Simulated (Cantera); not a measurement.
Input: 1 mol AlCl₃, 34 mol N₂O, 800 mol N₂, equilibrated at 700 °C and 1.33 mbar.

These are equilibrium values from Cantera (NASA tables, ideal gas, pure condensed phases), not measurements of a reactor. Candidate condensed phases: Al, AlCl₃, AlN, Al₂O₃; 24 gas species. Condensed phases not in the tables: AlOCl. Rates play no part.

Base state: N₂ 0.979, O₂ 0.0191, Cl₂ 0.00162, Cl 0.000283 (mole fractions); condensed: Al₂O₃(s).

**Question.** What changes in the equilibrium state with this change: temperature from 700 °C to 1652 °C?

**Answer.** 
```tsv
species	before	after
N₂	0.979	0.976
O₂	0.0191	0.0174
Cl	0.000283	0.00351
NO	7.74e-6	0.00198
O	<1e-9	0.00133
Cl₂	0.00162	5.48e-8
Al₂O₃(s), mol	0.500	0.500
```
